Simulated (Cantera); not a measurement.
A closed system holds: 1 mol SiHCl3, 0.026 mol C3H8, 3.5 mol H2, equilibrated at 1275 °C and 0.0210 bar.

Method: chemical equilibrium by Gibbs-energy minimisation in Cantera with the NASA 1993 tables (ideal gas, pure condensed phases). The tables' values for SiCl3, SiCl are old estimates; treat these amounts as uncertain. Rates play no part.

| species | before | after |
|---|---|---|
| H2 | 0.640 | 0.620 |
| HCl | 0.194 | 0.207 |
| SiCl2 | 0.153 | 0.158 |
| SiCl3 | 0.00991 | 0.00151 |
| Si2C | 2.63e-9 | 3.54e-5 |
| Si2 | 1.68e-9 | 1.31e-5 |
| Si | 1.19e-6 | 0.00144 |
| SiH | 3.67e-7 | 0.000118 |
| SiCl4 | 0.00179 | 1.73e-5 |
| SiCl | 2.05e-5 | 0.00183 |
| SiC(s), mol | 0.0780 | 0.0778 |
Gas species are given as mole fractions.

What was changed between the two runs?
A) temperature from 1275 °C to 1777 °C
B) temperature from 1275 °C to 1702 °C
C) temperature from 1275 °C to 827 °C
D) H2 from 3.5 to 900 mol

B, temperature from 1275 °C to 1702 °C. The tables' values for SiCl, SiCl3 are old estimates; treat these amounts as uncertain. Gases not in the tables: Si2H6 and higher silanes
